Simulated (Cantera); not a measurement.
Charge: 1 mol Fe2O3, 0.89 mol CH4, 7 mol H2, held at 2600 K and 0.00520 bar.

These are equilibrium values from Cantera (NASA tables, ideal gas, pure condensed phases), not measurements of a reactor. Candidate condensed phases: C, C6H6, C7H8, C8H18, Fe, Fe(CO)5, FeO, Fe(OH)2, Fe(OH)3, Fe2O3, Fe3O4, H2O; 114 gas species. Equilibrium is a limit: real reactors are often held back by kinetics, nucleation or transport.

Base state: H2 0.344, H 0.312, Fe 0.138, H2O 0.105, CO 0.0596, OH 0.0220, O 0.0129, CO2 0.00280 (mole fractions); condensed: gas only.

What changes in the equilibrium state with this change: H2 from 7 to 0.63 mol?


```
species   before    after
-------  -------  -------
Fe         0.138    0.286
H          0.312    0.182
H2O        0.105    0.136
H2         0.344    0.117
O2       0.00160   0.0235
FeO      0.00250   0.0199
CO2      0.00280   0.0208
O         0.0129   0.0495
OH        0.0220   0.0492
CO        0.0596    0.115
Fe(OH)2  2.30e-6  2.39e-5
```
